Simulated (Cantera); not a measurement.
Charge: 1 mol MgO, 2.4 mol CO, held at 0.0100 bar.

Cantera equilibrium calculation (NASA polynomials, part measured and part estimated; ideal gas, pure solids and liquids). Candidate condensed phases: C, Mg, MgCO3, MgO; 15 gas species. Equilibrium is a limit: real reactors are often held back by kinetics, nucleation or transport.

x: gas mole fraction; n: condensed amount in mol.

```
T (K)   x CO      x Mg     x CO2       x O      x O2  n MgO(s)
-----  -----  --------  --------  --------  --------  --------
1250   1.000   2.72e-7   9.62e-5    <1e-12    <1e-12     1.000
1350   1.000   2.32e-5   2.92e-5    <1e-12    <1e-12     1.000
1450   1.000  0.000105  0.000105    <1e-12    <1e-12     1.000
1550   0.999  0.000354  0.000354  2.80e-12    <1e-12     0.999
1650   0.998   0.00103   0.00103  1.00e-10    <1e-12     0.998
1750   0.995   0.00263   0.00263   2.39e-9  1.02e-11     0.994
1850   0.988   0.00605   0.00605   4.02e-8  4.34e-10     0.985
1950   0.975    0.0127    0.0127   5.07e-7   1.26e-8     0.969
2050   0.951    0.0247    0.0247   5.02e-6   2.66e-7     0.939
2150   0.911    0.0445    0.0445   4.04e-5   4.28e-6     0.888
2250   0.850    0.0751    0.0747  0.000273   5.49e-5       ___
2350   0.762     0.119     0.116   0.00159  0.000583       ___
2450   0.640     0.181     0.163   0.00806   0.00511       ___
2550   0.486     0.267     0.176    0.0319    0.0298       ___
```

Q: What belongs in the gaps?

A: 
- 2250, n MgO(s): 0.805
- 2350, n MgO(s): 0.673
- 2450, n MgO(s): 0.451
- 2550, n MgO(s): 0
